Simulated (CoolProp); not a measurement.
Vapour-liquid equilibrium of hydrogen chloride (1) + n-butane (2) at 224.2 K; x and y are mole fractions of (1).

Values from CoolProp's multi-fluid Helmholtz-energy mixture model, Thol 2018 and Bücker 2006; pair parameters Bell 2016.

Task: Give the bubble pressure and the first vapour's composition at x = 0.05, 0.5, 0.575. Is there an azeotrope?

Result: x = 0.05: 75.23 kPa, y = 0.869; x = 0.5: 405.0 kPa, y = 0.980; x = 0.575: 420.4 kPa, y = 0.982. No azeotrope shows between x = 0.05 and 0.95.

The pair parameters rest on a limited set of measurements; away from them the model extrapolates. With so large a gap from Raoult's law the liquid may split in two, which this calculation doesn't test in full.
